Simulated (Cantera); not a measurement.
An adiabatic, constant-pressure homogeneous reactor starts with CH3OH : O2 : N2 = 1 : 0.833 : 7.92 (molar parts), equivalence ratio 1.8, at 1225 K and 8.70 bar. Integrator tolerance rtol = 1e-08.

Detailed kinetics in Cantera: GRI-Mech 3.0 (53 species, 325 reactions). GRI-Mech 3.0 was tuned for natural gas; its chemistry of methanol as a main component is partial and can be far from experiment.

Q: What does this change do: pressure from 8.70 bar to 5.00 bar?

A: 
```
quantity                                                              before                                      after
---------------------------------  -----------------------------------------  -----------------------------------------
time of steepest temperature rise                                    1.21 ms                                    1.84 ms
temperature at 0.700 s                                                2010 K                                     2010 K
equilibrium temperature                                               2010 K                                     2010 K
x(CH3OH) at 0.700 s                    <1e-12 (gas-phase equilibrium <1e-12)      <1e-12 (gas-phase equilibrium <1e-12)
x(O2) at 0.700 s                     4.94e-8 (gas-phase equilibrium 4.94e-8)    8.56e-8 (gas-phase equilibrium 8.56e-8)
x(H) at 0.700 s                    0.000144 (gas-phase equilibrium 0.000144)  0.000190 (gas-phase equilibrium 0.000190)
x(NO2) at 0.700 s                  8.91e-12 (gas-phase equilibrium 8.91e-12)  1.19e-11 (gas-phase equilibrium 1.17e-11)
x(O) at 0.700 s                      5.47e-8 (gas-phase equilibrium 5.47e-8)    9.47e-8 (gas-phase equilibrium 9.47e-8)
x(CH2O) at 0.700 s                   1.32e-8 (gas-phase equilibrium 1.32e-8)    7.56e-9 (gas-phase equilibrium 7.56e-9)
x(N2O) at 0.700 s                  5.85e-10 (gas-phase equilibrium 5.85e-10)  5.85e-10 (gas-phase equilibrium 5.83e-10)
```
